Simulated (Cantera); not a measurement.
# Moist CO burnout

A perfectly stirred reactor is fed with CO : O2 : H2O : N2 = 0.03 : 0.045 : 0.01 : 1 (molar parts), at 0.424 atm; it is held at 1225 K, and followed from long to short residence time.

Computed with Cantera and GRI-Mech 3.0 (53 species, 325 reactions).

```csv
τ (s),x CO,x O2,x H2O,x NO,x HO2
6.5,0.000122,0.0281,0.00933,1.13e-6,4.70e-7
1.6,0.000314,0.0282,0.00931,7.05e-7,9.27e-7
0.39,0.000804,0.0284,0.00928,4.81e-7,1.61e-6
0.096,0.00200,0.0289,0.00920,4.75e-7,2.42e-6
0.024,0.00474,0.0301,0.00904,6.50e-7,3.21e-6
0.0058,0.0105,0.0327,0.00876,7.52e-7,3.95e-6
0.0014,0.0196,0.0370,0.00864,3.06e-7,4.39e-6
```
x: mole fraction; the columns are a selection and need not sum to one.
